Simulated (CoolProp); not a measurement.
500 sccm (0 °C, 1 atm) of nitrogen bubbles through liquid n-perfluoropentane at 279.2 K and leaves saturated at a total pressure of 0.15 MPa (ideal gas phase). Each further row changes one setting.

Computed with CoolProp (reference Helmholtz-energy equation of state, Gao 2022).

```
case                      vapour pressure (kPa)  mole fraction of vapour  delivery (mg/min)  delivery (sccm)  change of delivery for a bath 1 K warmer (%)
------------------------  ---------------------  -----------------------  -----------------  ---------------  --------------------------------------------
as stated                                  39.6                    0.264               2300                ?                                           6.3
bath temperature 284.2 K                      ?                    0.328                  ?              244                                             ?
total pressure 0.3 MPa                     39.6                    0.132                  ?             76.0                                           5.3
```

Q: Fill in the missing entries.

A: 
- as stated, delivery (sccm): 179
- bath temperature 284.2 K, vapour pressure (kPa): 49.2
- bath temperature 284.2 K, delivery (mg/min): 3140
- bath temperature 284.2 K, change of delivery for a bath 1 K warmer (%): 6.6
- total pressure 0.3 MPa, delivery (mg/min): 977
